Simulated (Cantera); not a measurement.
# Catalytic stagnation flow on Pt

A jet of CH4 : O2 : N2 = 0.03 : 0.11 : 0.79 (molar parts), equivalence ratio 0.55 at 300 K and 135 Torr hits a platinum plate 2.9 cm away at a mass flux of 0.043 kg/m²/s; the plate temperature is set and raised in steps from an oxygen-covered start.

Detailed kinetics in Cantera: Deutschmann's 1995 Pt surface mechanism with GRI-Mech 3.0 gas chemistry. Catalytic surfaces can have several steady states; this one follows from the mechanism file's or the stated starting coverage.

```csv
plate T (K),wall x CH4,wall x O2,wall x H2O,wall x OH,wall x CO,wall x CO2,θ free Pt,θ O*,θ OH*
950,0.0136,0.0784,0.0348,7.63e-8,6.76e-6,0.0230,0.246,0.753,0.00185
1000,0.00949,0.0699,0.0422,2.07e-7,6.43e-6,0.0279,0.317,0.681,0.00183
1050,0.00687,0.0644,0.0469,4.95e-7,6.21e-6,0.0311,0.387,0.611,0.00171
1100,0.00519,0.0609,0.0499,1.07e-6,6.17e-6,0.0331,0.456,0.543,0.00154
1150,0.00408,0.0586,0.0518,2.14e-6,6.34e-6,0.0344,0.521,0.478,0.00137
```
x: mole fraction at the wall; θ: surface coverage.
